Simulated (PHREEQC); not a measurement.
Consider water at 35 °C with 0.0028 mol PbCl2, 8.9e-05 mol HNO3 and 0.01 mol Zn(NO3)2 per kg of water. Closed to the air; pH follows from the charge balance.

The numbers come from PHREEQC with the ion-association model, phreeqc.dat.

Each row changes one thing in this solution. Precipitation was switched off in this run.

```tsv
case	pH	ionic strength (mol/kgw)	Cl- (mol/kgw)	Pb+2 (mol/kgw)	PbNO3+ (mol/kgw)	PbCl+ (mol/kgw)	SI of Pb(OH)2 (Pb(OH)2)
as made	4.11	0.0371	0.00521	0.00221	0.000310	0.000282	-2.56
temperature from 35 to 15 °C	4.11	0.0374	0.00536	0.00228	0.000328	0.000187	-3.23
Zn(NO3)2 from 0.01 to 0.001 mol/kgw	4.09	0.0106	0.00518	0.00235	4.60e-5	0.000400	…
temperature from 35 to 85 °C	4.10	0.0359	0.00455	0.00198	0.000260	0.000558	…
Zn(NO3)2 left out	4.08	0.00762	0.00517	0.00237	…	0.000426	-2.44
```

Problem. Some entries are withheld; supply them.

Solution. 
- Zn(NO3)2 from 0.01 to 0.001 mol/kgw, SI of Pb(OH)2 (Pb(OH)2): -2.45
- temperature from 35 to 85 °C, SI of Pb(OH)2 (Pb(OH)2): -1.27
- Zn(NO3)2 left out, PbNO3+ (mol/kgw): 2.09e-6

Constants without temperature data keep their 25 °C values here.
